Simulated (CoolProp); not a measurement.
Vapour-liquid equilibrium of toluene (1) + o-xylene (2) at 0.572 bar; x and y are mole fractions of (1).

Values from CoolProp's multi-fluid Helmholtz-energy mixture model, Lemmon 2006 and Zhou 2012; pair parameters Bell 2016.

```csv
x,"bubble temperature, mixture model (°C)","bubble temperature, Raoult's law (°C)","y, mixture model","y, Raoult's law"
0.05,121.6,121.5,0.114,0.119
0.2,114.9,114.7,(withheld),0.398
0.35,109.1,109.0,(withheld),0.593
0.5,104.0,104.1,0.732,0.734
0.65,(withheld),99.8,(withheld),0.839
0.8,96.0,96.0,0.917,0.919
0.95,92.7,92.7,0.981,0.982
```

### Question
Complete the blanks.

### Answer

- 0.2, y, mixture model: 0.391
- 0.35, y, mixture model: 0.589
- 0.65, bubble temperature, mixture model (°C): 99.7
- 0.65, y, mixture model: 0.836

The largest gap from Raoult's law is +0.2 K in bubble temperature, at x = 0.2. No azeotrope shows between x = 0.05 and 0.95.

The pair parameters rest on a limited set of measurements; away from them the model extrapolates.
